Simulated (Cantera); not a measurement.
A closed system holds: 1 mol SiH2Cl2, 190 mol H2, 0.028 mol CH4, at 677 °C and 1.00 Torr.

Method: chemical equilibrium by Gibbs-energy minimisation in Cantera with the NASA 1993 tables (ideal gas, pure condensed phases). Candidate condensed phases: C, C6H6, C7H8, C8H18, Si, SiC; 109 gas species. The tables' values for SiCl3 are old estimates; treat these amounts as uncertain. The numbers say what is thermodynamically allowed, not how fast it happens.

Base state: H2 0.991, HCl 0.00881, SiCl4 0.000228, SiCl2 0.000120, SiHCl3 0.000118, SiCl3 2.86e-5 (mole fractions); condensed: Si(s) + SiC(s).

Task: What changes in the equilibrium state with this change: 1.4 mol Cl2 added?

Result: 
```tsv
species	before	after
H2	0.991	0.982
HCl	0.00881	0.0148
SiCl4	0.000228	0.00183
SiCl3	2.86e-5	0.000136
SiHCl3	0.000118	0.000558
SiCl2	0.000120	0.000339
SiH2Cl2	6.16e-6	1.73e-5
Si(s), mol	0.876	0.416
SiC(s), mol	0.0280	0.0280
```

Task: What changes in the equilibrium state with this change: pressure from 1.00 Torr to 13.5 Torr?

Result: 
| species | before | after |
|---|---|---|
| H2 | 0.991 | 0.993 |
| HCl | 0.00881 | 0.00600 |
| SiCl4 | 0.000228 | 0.000660 |
| SiH2Cl2 | 6.16e-6 | 3.86e-5 |
| SiHCl3 | 0.000118 | 0.000501 |
| Si(s), mol | 0.876 | 0.725 |
| SiC(s), mol | 0.0280 | 0.0279 |
